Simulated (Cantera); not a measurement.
A closed system holds: 1 mol Si, 0.029 mol CO2, 1.5 mol H2, equilibrated at 1.00 bar.

Equilibrium computed with Cantera from the NASA thermochemical tables; the gas is ideal and each condensed phase is pure. Candidate condensed phases: C, C6H6, C7H8, C8H18, H2O, Si, SiC, SiO2; 123 gas species. Each liquid is taken as pure. Mutual solubility and eutectic melting of coexisting phases are not modelled. The tables hold silica as quartz up to 1696 K and as liquid above; real silica turns to tridymite and cristobalite and melts near 1996 K. Gases not in the tables: Si2H6 and higher silanes. Equilibrium is a limit: real reactors are often held back by kinetics, nucleation or transport.

Problem. Which condensed phases are stable at each of these points (T (°C)): 1252, 1277, 1302, 1327, 1352, 1377, 1402, 1427, 1452, 1477, 1502, 1527, 1552?

Solution. 
| T (°C) | condensed phases | Si condensed (%) |
|---|---|---|
| 1252 | Si(s) + SiC(s) + SiO2(β-quartz) | 99.9 |
| 1277 | Si(s) + SiC(s) + SiO2(β-quartz) | 99.8 |
| 1302 | Si(s) + SiC(s) + SiO2(β-quartz) | 99.7 |
| 1327 | Si(s) + SiC(s) + SiO2(β-quartz) | 99.6 |
| 1352 | Si(s) + SiC(s) + SiO2(β-quartz) | 99.4 |
| 1377 | Si(s) + SiC(s) + SiO2(β-quartz) | 99.1 |
| 1402 | Si(s) + SiC(s) + SiO2(β-quartz) | 98.7 |
| 1427 | Si(l) + SiC(s) + SiO2(condensed) | 98.1 |
| 1452 | Si(l) + SiC(s) + SiO2(condensed) | 97.4 |
| 1477 | Si(l) + SiC(s) + SiO2(condensed) | 96.4 |
| 1502 | Si(l) + SiC(s) + SiO2(condensed) | 95.1 |
| 1527 | Si(l) + SiC(s) | 94.7 |
| 1552 | Si(l) + SiC(s) | 94.8 |

From 1252 °C to 1402 °C the condensed part is Si(s) + SiC(s) + SiO2(β-quartz). From 1427 °C to 1502 °C the condensed part is Si(l) + SiC(s) + SiO2(condensed). From 1527 °C to 1552 °C the condensed part is Si(l) + SiC(s).
